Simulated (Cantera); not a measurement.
Charge: 1 mol SiH₄, 0.21 mol O₃, 160 mol N₂, held at 1330 Pa.

Equilibrium computed with Cantera from the NASA thermochemical tables; the gas is ideal and each condensed phase is pure. Candidate condensed phases: H₂O, Si, SiO₂, Si₂N₂O, Si₃N₄; 35 gas species. The tables' values for SiN are old estimates; treat these amounts as uncertain. Equilibrium is a limit: real reactors are often held back by kinetics, nucleation or transport. All values below are at 1702 °C.

Base state: N₂ 0.981, H₂ 0.0116, SiO 0.00386, Si 0.00200, H 0.00128, Si₂N 7.05e-5, SiN 6.34e-5, SiH 1.80e-5 (mole fractions); condensed: gas only.

**Question.** What changes in the equilibrium state with this change: pressure from 1330 Pa to 2100 Pa?

**Answer.** 
| species | before | after |
|---|---|---|
| N₂ | 0.981 | 0.982 |
| H₂ | 0.0116 | 0.0117 |
| SiO | 0.00386 | 0.00387 |
| Si | 0.00200 | 0.00154 |
| H | 0.00128 | 0.00102 |
| Si₂N | 7.05e-5 | 8.22e-5 |
| Si₂ | 1.62e-5 | 1.50e-5 |
| SiN | 6.34e-5 | 6.11e-5 |
| SiH | 1.80e-5 | 1.74e-5 |
| Si(l), mol | 0 | 0.0729 |
